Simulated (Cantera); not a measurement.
An adiabatic, constant-pressure homogeneous reactor starts with 17.1 % H₂, 17.4 % O₂, 65.5 % N₂, equivalence ratio 0.49, at 1225 K and 1.00 bar.

Computed with Cantera and GRI-Mech 3.0 (53 species, 325 reactions).

Task: Predict: time of steepest temperature rise; temperature at 9.00 s; equilibrium temperature; x(H₂) at 9.00 s; x(O₂) at 9.00 s; x(OH) at 9.00 s; x(H₂O) at 9.00 s; x(NO₂) at 9.00 s; x(O) at 9.00 s; x(H) at 9.00 s.

Result: 
```json
{
  "time_of_steepest_temperature_rise": "42.2 µs",
  "temperature at 9.00 s": "2346 K",
  "equilibrium_temperature": "2346 K",
  "x(H₂) at 9.00 s": "0.00162 (gas-phase equilibrium 0.00162)",
  "x(O₂) at 9.00 s": "0.0889 (gas-phase equilibrium 0.0889)",
  "x(OH) at 9.00 s": "0.00936 (gas-phase equilibrium 0.00936)",
  "x(H₂O) at 9.00 s": "0.179 (gas-phase equilibrium 0.179)",
  "x(NO₂) at 9.00 s": "7.31e-6 (gas-phase equilibrium 7.31e-6)",
  "x(O) at 9.00 s": "0.00193 (gas-phase equilibrium 0.00193)",
  "x(H) at 9.00 s": "0.000495 (gas-phase equilibrium 0.000495)"
}
```
